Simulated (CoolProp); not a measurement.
Saturation properties of C2F6 (R116).

Model: reference Helmholtz-energy equation of state, Lemmon 2006, in CoolProp. It is a short technical equation, of lower accuracy than the large ones.

```json
[
 {"T (K)": "232", "p (bar)": "5.182", "vapour Z": "0.8578", "surface tension (mN/m)": "6.20", "liquid viscosity (µPa s)": "225", "liquid conductivity (mW/(m K))": "61.5"},
 {"T (K)": "236.4", "p (bar)": "6.064", "vapour Z": "0.8410", "surface tension (mN/m)": "5.66", "liquid viscosity (µPa s)": "209", "liquid conductivity (mW/(m K))": "59.7"},
 {"T (K)": "240.8", "p (bar)": "7.053", "vapour Z": "0.8229", "surface tension (mN/m)": "5.12", "liquid viscosity (µPa s)": "194", "liquid conductivity (mW/(m K))": "58.0"},
 {"T (K)": "245.3", "p (bar)": "8.183", "vapour Z": "0.8029", "surface tension (mN/m)": "4.58", "liquid viscosity (µPa s)": "180", "liquid conductivity (mW/(m K))": "56.2"},
 {"T (K)": "249.7", "p (bar)": "9.413", "vapour Z": "0.7818", "surface tension (mN/m)": "4.06", "liquid viscosity (µPa s)": "167", "liquid conductivity (mW/(m K))": "54.4"},
 {"T (K)": "254.1", "p (bar)": "10.78", "vapour Z": "0.7589", "surface tension (mN/m)": "3.56", "liquid viscosity (µPa s)": "154", "liquid conductivity (mW/(m K))": "52.6"},
 {"T (K)": "258.5", "p (bar)": "12.28", "vapour Z": "0.7341", "surface tension (mN/m)": "3.07", "liquid viscosity (µPa s)": "142", "liquid conductivity (mW/(m K))": "50.7"},
 {"T (K)": "262.9", "p (bar)": "13.93", "vapour Z": "0.7071", "surface tension (mN/m)": "2.59", "liquid viscosity (µPa s)": "130", "liquid conductivity (mW/(m K))": "48.9"},
 {"T (K)": "267.4", "p (bar)": "15.79", "vapour Z": "0.6767", "surface tension (mN/m)": "2.12", "liquid viscosity (µPa s)": "119", "liquid conductivity (mW/(m K))": "46.9"}
]
```

It boils at 195.1 K under 1 atm.

Viscosity comes from a separate model (Huber 2003), an estimate that may be off by 10 % or more. Thermal conductivity comes from a separate model (Huber 2003), an estimate that may be off by 10 % or more. Surface tension comes from a separate correlation (Mulero 2012).
